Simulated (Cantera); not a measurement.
A freely propagating, adiabatic, planar premixed flame of CH4 : H2 : O2 : N2 = 1 : 0.21 : 1.75 : 6.6 (molar parts), unburnt at 475 K and 1.01 bar; multicomponent+Soret transport, grid criteria slope 0.08 and curve 0.16, no radiation.

Model: GRI-Mech 3.0 (53 species, 325 reactions), integrated in Cantera. Burning velocities carry a grid error of a few per cent, more on coarse grids.

**Question.** Predict: laminar burning velocity; thermal thickness; peak x(H).

**Answer.** 
```json
{
  "laminar_burning_velocity": "86.5 cm/s",
  "thermal_thickness": "0.351 mm",
  "peak x(H)": "0.0111"
}
```
